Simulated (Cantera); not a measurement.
Thermodynamics of silicon nitride deposition, feed SiCl4 + NH3 + H2

Feed: 1 mol SiCl4, 18 mol NH3, 0.5 mol H2, at 1798 K and 0.100 bar.

Equilibrium computed with Cantera from the NASA thermochemical tables; the gas is ideal and each condensed phase is pure. Candidate condensed phases: NH4Cl, Si, Si3N4; 28 gas species. The tables' values for SiCl3, SiCl are old estimates; treat these amounts as uncertain. Gases not in the tables: Si2H6 and higher silanes. Rates play no part.

```yaml
x(H2): 0.681
x(N2): 0.227
x(HCl): 0.0763
x(SiCl2): 0.0138
x(H): 0.000919
x(SiCl3): 0.000205
x(Cl): 7.88e-5
x(SiCl): 4.11e-5
x(Si): 1.60e-5
n(Si3N4(s)): 0.154 mol
gas_amount: 38.21 mol
log10 activity of Si(l) (absent): -0.28
```
